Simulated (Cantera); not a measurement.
## Moist CO burnout

A perfectly stirred reactor is fed with CO : O2 : H2O : N2 = 0.021 : 0.034 : 0.0077 : 1 (molar parts), equivalence ratio 0.31, at 0.930 bar; it is held at 1348 K, and followed from long to short residence time.

Computed with Cantera and GRI-Mech 3.0 (53 species, 325 reactions).

```tsv
τ (s)	x CO	x O2	x H2O	x H2	x OH
25	1.89e-5	0.0223	0.00731	4.75e-7	1.81e-5
5.3	5.43e-5	0.0223	0.00730	1.31e-6	2.95e-5
1.1	0.000157	0.0224	0.00729	3.75e-6	4.86e-5
0.23	0.000448	0.0225	0.00726	1.07e-5	7.97e-5
0.049	0.00123	0.0228	0.00720	2.89e-5	0.000129
0.010	0.00332	0.0237	0.00707	7.16e-5	0.000203
0.0022	0.00769	0.0257	0.00685	0.000131	0.000280
0.00045	0.0149	0.0291	0.00680	0.000127	0.000273
```
x: mole fraction; the columns are a selection and need not sum to one.
